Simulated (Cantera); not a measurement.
A perfectly stirred reactor is fed with CH4 : H2O : H2 = 1 : 1.3 : 0.23 (molar parts), at 0.405 atm; it is held at 2148 K, and followed from long to short residence time.

Detailed kinetics in Cantera: GRI-Mech 3.0 (53 species, 325 reactions).

x: mole fraction; the columns are a selection and need not sum to one.

| τ (s) | x CH4 | x H2O | x H2 | x CH2O | x C2H4 | x CH2CO | x OH |
|---|---|---|---|---|---|---|---|
| 2.0 | 0.000598 | 0.0634 | 0.711 | 1.34e-7 | 3.54e-7 | 2.19e-7 | 6.15e-5 |
| 0.88 | 0.00115 | 0.0652 | 0.709 | 2.39e-7 | 1.28e-6 | 5.83e-7 | 6.28e-5 |
| 0.38 | (withheld) | 0.0695 | 0.705 | (withheld) | (withheld) | (withheld) | 6.64e-5 |
| 0.16 | (withheld) | (withheld) | 0.697 | (withheld) | (withheld) | (withheld) | (withheld) |
| 0.071 | 0.00574 | 0.0943 | 0.684 | 1.53e-6 | 2.53e-5 | 9.02e-6 | 8.84e-5 |
| 0.031 | 0.00893 | 0.119 | 0.664 | 3.00e-6 | 5.42e-5 | 1.97e-5 | 0.000111 |
| 0.013 | 0.0139 | 0.157 | 0.632 | 6.14e-6 | 0.000115 | 4.11e-5 | 0.000144 |
| 0.0057 | 0.0208 | 0.203 | 0.593 | 1.20e-5 | 0.000230 | 7.50e-5 | 0.000185 |

### Question
What belongs in the gaps?

### Answer

- 0.38, x CH4: 0.00209
- 0.38, x CH2O: 4.34e-7
- 0.38, x C2H4: 4.02e-6
- 0.38, x CH2CO: 1.54e-6
- 0.16, x CH4: 0.00360
- 0.16, x H2O: 0.0787
- 0.16, x CH2O: 8.17e-7
- 0.16, x C2H4: 1.10e-5
- 0.16, x CH2CO: 3.96e-6
- 0.16, x OH: 7.45e-5
